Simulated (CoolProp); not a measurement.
Saturation properties of sulfur dioxide (Tc = 430.6 K, pc = 7887 kPa, ω = 0.256).

Model: reference Helmholtz-energy equation of state, Gao 2016, in CoolProp.

```json
[
 {"T (K)": "216", "p (kPa)": "7.078", "liquid density (kg/m³)": "1582", "liquid cp (kJ/(kg K))": "1.370", "vapour Z": "0.9959", "surface tension (mN/m)": "37.9"},
 {"T (K)": "218.1", "p (kPa)": "8.206", "liquid density (kg/m³)": "1577", "liquid cp (kJ/(kg K))": "1.368", "vapour Z": "0.9954", "surface tension (mN/m)": "37.5"},
 {"T (K)": "220.2", "p (kPa)": "9.481", "liquid density (kg/m³)": "1571", "liquid cp (kJ/(kg K))": "1.367", "vapour Z": "0.9949", "surface tension (mN/m)": "37.0"},
 {"T (K)": "222.3", "p (kPa)": "10.92", "liquid density (kg/m³)": "1566", "liquid cp (kJ/(kg K))": "1.366", "vapour Z": "0.9943", "surface tension (mN/m)": "36.6"},
 {"T (K)": "224.5", "p (kPa)": "12.62", "liquid density (kg/m³)": "1560", "liquid cp (kJ/(kg K))": "1.364", "vapour Z": "0.9937", "surface tension (mN/m)": "36.2"},
 {"T (K)": "226.6", "p (kPa)": "14.44", "liquid density (kg/m³)": "1555", "liquid cp (kJ/(kg K))": "1.363", "vapour Z": "0.9930", "surface tension (mN/m)": "35.8"},
 {"T (K)": "228.7", "p (kPa)": "16.48", "liquid density (kg/m³)": "1550", "liquid cp (kJ/(kg K))": "1.362", "vapour Z": "0.9923", "surface tension (mN/m)": "35.3"},
 {"T (K)": "230.8", "p (kPa)": "18.75", "liquid density (kg/m³)": "1545", "liquid cp (kJ/(kg K))": "1.361", "vapour Z": "0.9915", "surface tension (mN/m)": "34.9"},
 {"T (K)": "232.9", "p (kPa)": "21.28", "liquid density (kg/m³)": "1539", "liquid cp (kJ/(kg K))": "1.361", "vapour Z": "0.9907", "surface tension (mN/m)": "34.5"},
 {"T (K)": "235", "p (kPa)": "24.09", "liquid density (kg/m³)": "1534", "liquid cp (kJ/(kg K))": "1.360", "vapour Z": "0.9899", "surface tension (mN/m)": "34.1"},
 {"T (K)": "237.2", "p (kPa)": "27.35", "liquid density (kg/m³)": "1528", "liquid cp (kJ/(kg K))": "1.359", "vapour Z": "0.9889", "surface tension (mN/m)": "33.6"},
 {"T (K)": "239.3", "p (kPa)": "30.79", "liquid density (kg/m³)": "1523", "liquid cp (kJ/(kg K))": "1.359", "vapour Z": "0.9879", "surface tension (mN/m)": "33.2"},
 {"T (K)": "241.4", "p (kPa)": "34.58", "liquid density (kg/m³)": "1518", "liquid cp (kJ/(kg K))": "1.359", "vapour Z": "0.9869", "surface tension (mN/m)": "32.8"},
 {"T (K)": "243.5", "p (kPa)": "38.75", "liquid density (kg/m³)": "1512", "liquid cp (kJ/(kg K))": "1.358", "vapour Z": "0.9858", "surface tension (mN/m)": "32.4"},
 {"T (K)": "245.6", "p (kPa)": "43.32", "liquid density (kg/m³)": "1507", "liquid cp (kJ/(kg K))": "1.358", "vapour Z": "0.9846", "surface tension (mN/m)": "32.0"}
]
```

It boils at 263.1 K under 1 atm.

Surface tension comes from a separate correlation (Mulero 2012).
